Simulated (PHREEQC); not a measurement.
NaCl is added in steps, without added water, to 1 kg of water holding 31 mmol/kgw KH2PO4, 1.2 mmol/kgw Na2SO4 and 0.05 mmol/kgw KCl, at 20 °C. Oxygen alone is held at its pressure in air (log pO2 = -0.68). The system is closed to CO2. Only these solids could form: Halite, Sylvite.

Base run: PHREEQC, ion-association model, phreeqc.dat. Each further column changes one thing. The table gives NaSO4- (mol/kgw).

| NaCl added (mol) | base | database wateq4f.dat | all activity coefficients set to 1 |
|---|---|---|---|
| 0 | 6.43e-6 | 6.42e-6 | 1.15e-5 |
| 0.0031 | 1.43e-5 | 1.43e-5 | 2.60e-5 |
| 0.0062 | 2.19e-5 | 2.18e-5 | 4.01e-5 |
| 0.01085 | 3.25e-5 | 3.25e-5 | 6.07e-5 |
| 0.01395 | 3.92e-5 | 3.92e-5 | 7.41e-5 |
| 0.01705 | 4.57e-5 | 4.56e-5 | 8.71e-5 |
| 0.02015 | 5.18e-5 | 5.18e-5 | 9.99e-5 |
| 0.0248 | 6.07e-5 | 6.06e-5 | 0.000118 |
| 0.0279 | 6.64e-5 | 6.62e-5 | 0.000130 |
| 0.031 | 7.19e-5 | 7.17e-5 | 0.000142 |

 H3PO4, which wateq4f.dat lacks, is added to it with the constant of phreeqc.dat. phreeqc.dat and wateq4f.dat share most of their constants, so their agreement is no independent check. Solids allowed in the column 'database wateq4f.dat': Halite, Mirabilite.
